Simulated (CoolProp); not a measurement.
Oxygen at several states: Z from the reference equation and from simpler models built on Tc = 154.6 K, pc = 5.046 MPa, ω = 0.022; each cubic takes its own stable root.

The numbers come from the reference Helmholtz-energy equation of state, Schmidt 1985 in CoolProp. Above 300 K oxygen's equation is extrapolated.

| T (K) | p (MPa) | phase | reference |
|---|---|---|---|
| 288 | 17.1 | supercritical | 0.9280 |
| 127.8 | 14.4 | liquid | 0.4378 |
| 182.1 | 0.0173 | gas | 0.9993 |
| 350 | 10 | supercritical | 0.9875 |
| 603.8 | 0.541 | gas | 1.001 |

### Question
How far does each simpler model (van der Waals, Redlich-Kwong, Peng-Robinson) lie from the reference over these 5 states: mean and median of the absolute difference, and the worst?

### Answer
- van der Waals: mean 9.1 %, median 2.9 %, worst +37.6 % at 127.8 K and 14.4 MPa
- Redlich-Kwong: mean 0.5 %, median 0.5 %, worst +1.0 % at 127.8 K and 14.4 MPa
- Peng-Robinson: mean 2.7 %, median 1.3 %, worst -10.0 % at 127.8 K and 14.4 MPa
